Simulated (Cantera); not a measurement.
Charge: 1 mol CaCO3, 0.1 mol H2O, 2.6 mol H2, held at 1973.15 K and 0.140 bar.

Equilibrium computed with Cantera from the NASA thermochemical tables; the gas is ideal and each condensed phase is pure. Candidate condensed phases: C, C6H6, C7H8, C8H18, Ca, CaCO3, CaO, Ca(OH)2, H2O; 115 gas species. Equilibrium is a limit: real reactors are often held back by kinetics, nucleation or transport.

Base state: H2 0.461, H2O 0.266, CO 0.239, CO2 0.0307, H 0.00245, OH 0.000134, Ca(OH)2 2.20e-5 (mole fractions); condensed: CaO(s).

**Question.** What changes in the equilibrium state with this change: H2O from 0.1 to 3.1 mol?

**Answer.** 
```csv
species,before,after
H2O,0.266,0.565
H2,0.461,0.284
CO,0.239,0.103
CO2,0.0307,0.0459
Ca(OH)2,2.20e-5,4.66e-5
OH,0.000134,0.000364
H,0.00245,0.00192
"CaO(s), mol",1.000,1.000
```
